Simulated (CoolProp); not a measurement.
n-heptane along the isotherm 326.85 °C: Z from the reference equation and from simpler models built on Tc = 268.1 °C, pc = 2.774 MPa, ω = 0.349; each cubic takes its own stable root.

Model: reference Helmholtz-energy equation of state, Span 2003, in CoolProp. It is a short technical equation, of lower accuracy than the large ones.

```
p (MPa)          phase  reference  Redlich-Kwong  Soave-Redlich-Kwong  Peng-Robinson
-------  -------------  ---------  -------------  -------------------  -------------
0.433              gas     0.9616         0.9598               0.9629         0.9577
0.867              gas          ?         0.9177               0.9245         0.9142
1.3                gas     0.8789         0.8737               0.8846         0.8696
1.73               gas     0.8343         0.8274               0.8434         0.8241
2.17               gas          ?         0.7771               0.7994         0.7762
2.6                gas     0.7361         0.7242               0.7545              ?
3.03     supercritical     0.6834         0.6672               0.7079         0.6786
3.47     supercritical     0.6272         0.6044               0.6588              ?
3.9      supercritical     0.5712         0.5415               0.6115         0.5796
4.33     supercritical     0.5164         0.4879               0.5685              ?
4.77     supercritical     0.4675         0.4555               0.5345         0.5025
5.2      supercritical     0.4352         0.4437               0.5139              ?
5.63     supercritical     0.4203         0.4433               0.5045         0.4704
6.07     supercritical     0.4174         0.4492               0.5031         0.4672
6.5      supercritical     0.4214         0.4586               0.5070         0.4693
6.93     supercritical     0.4293         0.4700               0.5144         0.4747
```

Question: What belongs in the gaps?

Answer: 
- 0.867, reference: 0.9213
- 2.17, reference: 0.7861
- 2.6, Peng-Robinson: 0.7279
- 3.47, Peng-Robinson: 0.6277
- 4.33, Peng-Robinson: 0.5366
- 5.2, Peng-Robinson: 0.4812
